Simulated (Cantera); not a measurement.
A closed system holds: 1 mol Si3N4, 0.5 mol CO2, 980 mol N2, 0.053 mol H2, equilibrated at 1.80 bar.

These are equilibrium values from Cantera (NASA tables, ideal gas, pure condensed phases), not measurements of a reactor. Candidate condensed phases: C, C6H6, C7H8, C8H18, H2O, Si, SiC, SiO2, Si2N2O, Si3N4; 151 gas species. Mutual solubility and eutectic melting of coexisting phases are not modelled. Rates play no part.

### Question
Which condensed phases are stable at each of these points (T (K)): 1700, 1750, 1800, 1850, 1900, 1950, 2000, 2050, 2100?

### Answer
```tsv
T (K)	condensed phases	Si condensed (%)
1700	Si2N2O(s) + Si3N4(s)	99.9
1750	Si2N2O(s) + Si3N4(s)	99.7
1800	Si2N2O(s) + Si3N4(s)	99.0
1850	Si2N2O(s) + Si3N4(s)	97.2
1900	Si2N2O(s) + Si3N4(s)	92.5
1950	Si3N4(s)	83.2
2000	Si3N4(s)	83.0
2050	Si3N4(s)	82.4
2100	Si3N4(s)	81.1
```

From 1700 K to 1900 K the condensed part is Si2N2O(s) + Si3N4(s). From 1950 K to 2100 K the condensed part is Si3N4(s).
